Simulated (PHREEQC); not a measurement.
1 kg of water holding 0.01 mol NaCl, 0.14 mol NaOH, 0.0061 mol Na2CO3 and 0.43 mol Na2SO4 is evaporated at 25 °C; the solids stay in contact with the brine. CO2 from the air is kept out. Only these solids could form: Burkeite, Halite, Mirabilite, Nahcolite, Natron, Thenardite, Trona.

The series has 25 steps of water left (kg), from 1 to 0.00903.

Equilibrium calculation in PHREEQC: Pitzer model, pitzer.dat.

**Question.** Which solids form, in which order, and at which step of the series does each first stand?

**Answer.** Mirabilite from water left = 0.1912 kg (pH 13.69), last present at water left = 0.05147 kg; Thenardite from water left = 0.05147 kg (pH 14.52); Burkeite from water left = 0.02407 kg (pH 15.20); Halite from water left = 0.01099 kg (pH 16.86).
